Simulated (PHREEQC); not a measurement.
Consider water at 25 °C with 0.043 mol/kgw MgSO4. Closed to the air; pH follows from the charge balance.

All values are PHREEQC results (ion-association model, phreeqc.dat), not measurements.

Each row changes one thing in this solution. No solid was allowed to form.

| case | ionic strength (mol/kgw) | Mg+2 (mol/kgw) | SO4-2 (mol/kgw) | MgSO4 (mol/kgw) | MgOH+ (mol/kgw) | HSO4- (mol/kgw) |
|---|---|---|---|---|---|---|
| as made | 0.0932 | 0.0233 | 0.0233 | 0.0197 | 2.78e-7 | 1.72e-7 |
| MgSO4 from 0.043 to 0.215 mol/kgw | 0.360 | 0.0901 | 0.0901 | 0.125 | 7.05e-7 | 5.38e-7 |
| MgSO4 from 0.043 to 0.0473 mol/kgw | 0.101 | 0.0253 | 0.0253 | 0.0220 | 2.93e-7 | ___ |
| MgSO4 from 0.043 to 0.43 mol/kgw | 0.631 | 0.158 | 0.158 | 0.272 | ___ | 8.44e-7 |
| diluted 5-fold with water | 0.0238 | 0.00595 | 0.00595 | 0.00265 | 1.08e-7 | 4.93e-8 |
| diluted 2-fold with water | 0.0519 | 0.0130 | 0.0130 | 0.00854 | 1.86e-7 | 1.02e-7 |

### Question
Some entries are withheld; supply them.

### Answer

- MgSO4 from 0.043 to 0.0473 mol/kgw, HSO4- (mol/kgw): 1.85e-7
- MgSO4 from 0.043 to 0.43 mol/kgw, MgOH+ (mol/kgw): 1.06e-6

Species that the database lacks are ignored.
